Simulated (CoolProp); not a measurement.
Saturated liquid density (kg/m³) of the fluoroketone C6F12O (FK-5-1-12): the reference equation beside estimates from Tc = 441.8 K, pc = 1.869 MPa, ω = 0.471.

Model: reference Helmholtz-energy equation of state, McLinden 2015, in CoolProp.

```tsv
T (K)	reference	van der Waals	Redlich-Kwong	Peng-Robinson
309.6	1567	917.2	1330	1618
313.9	1554	909.4	1316	1604
318.2	1540	901.3	1301	1589
322.4	1526	893.4	1287	1574
326.7	1512	885.0	1272	1559
331	1498	876.5	1257	1542
335.2	1483	868.0	1242	1526
339.5	1469	859.1	1226	1509
343.8	1453	850.0	1209	1491
```

Absolute difference from the reference over all 9 rows, mean and median: van der Waals 41.5 and 41.5 %, Redlich-Kwong 15.9 and 15.9 %, Peng-Robinson 3.0 and 3.1 %.
